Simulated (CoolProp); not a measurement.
Vapour-liquid equilibrium of R125 (1) + fluoroethane (R161) (2) at 1.2 bar; x and y are mole fractions of (1).

The numbers come from the multi-fluid Helmholtz-energy mixture model, Lemmon 2005 and Wu 2012; pair parameters Bell 2016 in CoolProp.

```json
[
 {"x": "0.05", "bubble temperature (K)": "238.8", "y at the bubble point": "0.071", "dew temperature at overall composition x (K)": "239.0", "liquid density (mol/L)": "16.63"},
 {"x": "0.125", "bubble temperature (K)": "237.9", "y at the bubble point": "0.181", "dew temperature at overall composition x (K)": "[?]", "liquid density (mol/L)": "[?]"},
 {"x": "0.2", "bubble temperature (K)": "236.9", "y at the bubble point": "0.290", "dew temperature at overall composition x (K)": "237.8", "liquid density (mol/L)": "15.87"},
 {"x": "0.275", "bubble temperature (K)": "235.8", "y at the bubble point": "[?]", "dew temperature at overall composition x (K)": "237.1", "liquid density (mol/L)": "15.51"},
 {"x": "0.35", "bubble temperature (K)": "234.7", "y at the bubble point": "[?]", "dew temperature at overall composition x (K)": "236.3", "liquid density (mol/L)": "15.16"},
 {"x": "0.425", "bubble temperature (K)": "233.7", "y at the bubble point": "0.567", "dew temperature at overall composition x (K)": "235.4", "liquid density (mol/L)": "14.82"},
 {"x": "0.5", "bubble temperature (K)": "232.7", "y at the bubble point": "0.639", "dew temperature at overall composition x (K)": "[?]", "liquid density (mol/L)": "14.48"},
 {"x": "0.575", "bubble temperature (K)": "231.8", "y at the bubble point": "0.703", "dew temperature at overall composition x (K)": "233.6", "liquid density (mol/L)": "14.16"},
 {"x": "0.65", "bubble temperature (K)": "231.0", "y at the bubble point": "0.760", "dew temperature at overall composition x (K)": "232.5", "liquid density (mol/L)": "[?]"},
 {"x": "0.725", "bubble temperature (K)": "230.3", "y at the bubble point": "[?]", "dew temperature at overall composition x (K)": "231.5", "liquid density (mol/L)": "13.54"},
 {"x": "0.8", "bubble temperature (K)": "229.8", "y at the bubble point": "0.861", "dew temperature at overall composition x (K)": "230.5", "liquid density (mol/L)": "13.24"},
 {"x": "0.875", "bubble temperature (K)": "229.2", "y at the bubble point": "0.910", "dew temperature at overall composition x (K)": "229.6", "liquid density (mol/L)": "12.96"},
 {"x": "0.95", "bubble temperature (K)": "228.8", "y at the bubble point": "0.962", "dew temperature at overall composition x (K)": "228.9", "liquid density (mol/L)": "12.68"}
]
```

### Question
What belongs in the gaps?

### Answer

- 0.125, dew temperature at overall composition x (K): 238.4
- 0.125, liquid density (mol/L): 16.24
- 0.275, y at the bubble point: 0.392
- 0.35, y at the bubble point: 0.485
- 0.5, dew temperature at overall composition x (K): 234.5
- 0.65, liquid density (mol/L): 13.84
- 0.725, y at the bubble point: 0.812

No azeotrope shows between x = 0.05 and 0.95.

The pair parameters rest on a limited set of measurements; away from them the model extrapolates. The gap from Raoult's law changes sign with composition, which may be real or a fault of the pair parameters; it wasn't checked against measurements.
